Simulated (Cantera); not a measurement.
Input: 1 mol B, 0.91 mol O2, 0.87 mol N2, held at 0.133 bar.

Method: chemical equilibrium by Gibbs-energy minimisation in Cantera with the NASA 1993 tables (ideal gas, pure condensed phases). Candidate condensed phases: B, BN, B2O3; 17 gas species. The numbers say what is thermodynamically allowed, not how fast it happens.

x: gas mole fraction; n: condensed amount in mol.

| T (°C) | x N2 | x B2O3 | x O2 | x BO2 | x NO | n B2O3(l) |
|---|---|---|---|---|---|---|
| 1275 | 0.844 | 0.000421 | 0.155 | 7.01e-5 | 0.00136 | 0.500 |
| 1375 | 0.841 | 0.00252 | 0.154 | 0.000325 | 0.00209 | 0.497 |
| 1475 | 0.832 | 0.0122 | 0.151 | 0.00126 | 0.00302 | 0.487 |
| 1575 | 0.798 | 0.0492 | 0.144 | 0.00413 | 0.00406 | 0.444 |
| 1675 | ___ | ___ | ___ | ___ | 0.00472 | ___ |
| 1775 | 0.563 | 0.314 | 0.0955 | 0.0223 | 0.00497 | 0 |
| 1875 | 0.560 | 0.308 | 0.0918 | 0.0317 | 0.00624 | 0 |
| 1975 | 0.558 | 0.301 | 0.0872 | ___ | ___ | 0 |
| 2075 | 0.554 | 0.292 | 0.0816 | 0.0572 | 0.00905 | 0 |

Q: Some entries are withheld; supply them.

A: 
- 1675, x N2: 0.691
- 1675, x B2O3: 0.171
- 1675, x O2: 0.122
- 1675, x BO2: 0.0116
- 1675, n B2O3(l): 0.279
- 1975, x BO2: 0.0434
- 1975, x NO: 0.00762
